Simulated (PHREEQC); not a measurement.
Dissolve 0.016 mol HF, 4.2e-05 mol NH4F and 0.00077 mol HCl per kg of water at 20 °C. Closed to the air; pH follows from the charge balance.

Model: ion-association model, phreeqc.dat, run in PHREEQC.

This is a speciation only: nothing precipitates in the calculation.

Question: Order these F species by the share of F that they hold, largest first: F-, HF, HF2-.

Answer: HF (80 %), F- (18 %), HF2- (1.7 %)

The pH is 2.46 and the ionic strength 0.00377 mol/kgw. Complexes and solids missing from the database can't appear.
